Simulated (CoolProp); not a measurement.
Vapour-liquid equilibrium of R125 (1) + cyclopropane (2) at 1120 kPa; x and y are mole fractions of (1).

Values from CoolProp's multi-fluid Helmholtz-energy mixture model, Lemmon 2005 and Polt 1992; pair parameters Bell 2016. This equation is an older, rougher fit; its heat capacities, sound speeds and derivatives of the liquid may be far off and weren't checked against measurements.

| x | bubble temperature, mixture model (K) | bubble temperature, Raoult's law (K) | y, mixture model | y, Raoult's law |
|---|---|---|---|---|
| 0.05 | 308.5 | 313.5 | 0.167 | 0.090 |
| 0.2 | [?] | 308.6 | 0.424 | 0.321 |
| 0.35 | [?] | 304.3 | [?] | 0.505 |
| 0.5 | 290.7 | 300.6 | 0.617 | 0.655 |
| 0.65 | [?] | 297.2 | 0.695 | 0.779 |
| 0.8 | [?] | 294.1 | 0.796 | 0.884 |
| 0.95 | 289.8 | 291.4 | [?] | 0.973 |

Question: Complete the blanks.

Answer: 
- 0.2, bubble temperature, mixture model (K): 297.5
- 0.35, bubble temperature, mixture model (K): 293.0
- 0.35, y, mixture model: 0.538
- 0.65, bubble temperature, mixture model (K): 289.4
- 0.8, bubble temperature, mixture model (K): 289.0
- 0.95, y, mixture model: 0.939

The largest gap from Raoult's law is -11.3 K in bubble temperature, at x = 0.35. y crosses x between x = 0.65 and 0.8: the model has an azeotrope there.

Pair parameters are fitted to limited data, so mixtures are less certain than the pure fluids.
